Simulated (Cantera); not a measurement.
Charge: 1 mol C, 2.1 mol NH₃, 5.3 mol H₂, equilibrated at 1.50 bar.

Cantera equilibrium calculation (NASA polynomials, part measured and part estimated; ideal gas, pure solids and liquids). Candidate condensed phases: C, C₆H₆, C₇H₈, C₈H₁₈; 92 gas species. Kinetics and transport are ignored.

x: gas mole fraction; n: condensed amount in mol.

| T (°C) | x H₂ | x N₂ | x HCN | x H | x CH₄ | n C(graphite) |
|---|---|---|---|---|---|---|
| 1402 | 0.887 | 0.110 | 0.000997 | [?] | 0.00142 | 0.976 |
| 1452 | 0.887 | 0.110 | 0.00131 | [?] | 0.00118 | 0.974 |
| 1502 | 0.887 | 0.110 | 0.00169 | [?] | 0.000988 | 0.971 |
| 1552 | 0.887 | 0.109 | 0.00216 | [?] | 0.000836 | 0.967 |
| 1602 | 0.886 | 0.109 | 0.00271 | [?] | 0.000714 | 0.961 |
| 1652 | 0.886 | 0.109 | 0.00337 | [?] | 0.000615 | 0.953 |
| 1702 | 0.885 | 0.108 | 0.00413 | [?] | 0.000534 | 0.942 |
| 1752 | 0.884 | 0.108 | 0.00502 | [?] | 0.000466 | 0.930 |

Q: Complete the blanks.

A: 
- 1402, x H: 8.93e-5
- 1452, x H: 0.000143
- 1502, x H: 0.000223
- 1552, x H: 0.000339
- 1602, x H: 0.000504
- 1652, x H: 0.000735
- 1702, x H: 0.00105
- 1752, x H: 0.00148
